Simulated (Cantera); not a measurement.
Mixture: CH4 : O2 : N2 = 1 : 1.05 : 3.96 (molar parts), equivalence ratio 1.9, at 0.987 atm, adiabatic and at constant pressure. Ignition delay is the time to a rise of 400 K.

Cantera simulation using GRI-Mech 3.0 (53 species, 325 reactions); the numbers are that mechanism's predictions, not measurements.

**Question.** What does this change do: 0.018 parts H2 added?

**Answer.** 
```csv
quantity,before,after
delay at 1250 K,32.7 ms,27.6 ms
delay at 1300 K,16.8 ms,14.5 ms
delay at 1350 K,8.88 ms,7.79 ms
delay at 1400 K,4.83 ms,4.30 ms
delay at 1450 K,2.70 ms,2.44 ms
delay at 1500 K,1.56 ms,1.43 ms
apparent activation energy between 1400 and 1500 K,200 kJ/mol,190 kJ/mol
```
